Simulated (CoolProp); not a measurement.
Vapour-liquid equilibrium of cyclopropane (1) + R134a (2) at 316.6 K; x and y are mole fractions of (1).

Model: multi-fluid Helmholtz-energy mixture model, Polt 1992 and Tillner-Roth 1994; pair parameters Bell 2016, in CoolProp. This equation is an older, rougher fit; its heat capacities, sound speeds and derivatives of the liquid may be far off and weren't checked against measurements.

```tsv
x	bubble pressure (kPa)	y at the bubble point	dew pressure at overall composition x (kPa)	liquid density (mol/L)
0.05	1196	0.097	1155	11.13
0.125	1297	0.211	1220	11.19
0.2	1374	0.297	1287	11.26
0.275	1430	0.366	1354	11.36
0.35	1469	0.423	1418	11.48
0.425	1493	0.472	1470	11.63
0.5	1504	0.516	1501	11.82
0.575	1504	0.559	1501	12.05
0.65	1492	0.603	1468	12.31
0.725	1468	0.651	1411	12.61
0.8	1425	0.709	1343	12.94
0.875	1358	0.785	1272	13.31
0.95	1254	0.894	1201	13.71
```

y crosses x between x = 0.5 and 0.575: the model has an azeotrope there.

Pair parameters are fitted to limited data, so mixtures are less certain than the pure fluids.
